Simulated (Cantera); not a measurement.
Feed: 1 mol LiCl, 1.9 mol O₂, 1.2 mol H₂, equilibrated at 902 °C and 750 Torr.

Equilibrium computed with Cantera from the NASA thermochemical tables; the gas is ideal and each condensed phase is pure. Candidate condensed phases: H₂O, Li, LiCl, LiH, LiOH, Li₂O; 25 gas species. Kinetics and transport are ignored.

Base state: O₂ 0.515, H₂O 0.475, LiCl 0.00487, Li₂Cl₂ 0.00449, HCl 0.000186, LiOH 0.000169, Li₃Cl₃ 0.000140 (mole fractions); condensed: LiCl(l).

What changes in the equilibrium state with this change: temperature from 902 °C to 1652 °C?


| species | before | after |
|---|---|---|
| O₂ | 0.515 | 0.372 |
| H₂O | 0.475 | 0.331 |
| LiCl | 0.00487 | 0.265 |
| LiOH | 0.000169 | 0.0124 |
| HCl | 0.000186 | 0.0115 |
| O | 1.05e-8 | 0.000224 |
| H₂ | 4.95e-9 | 8.68e-5 |
| Cl | 2.84e-7 | 0.000887 |
| LiCl(l), mol | 0.963 | 0 |
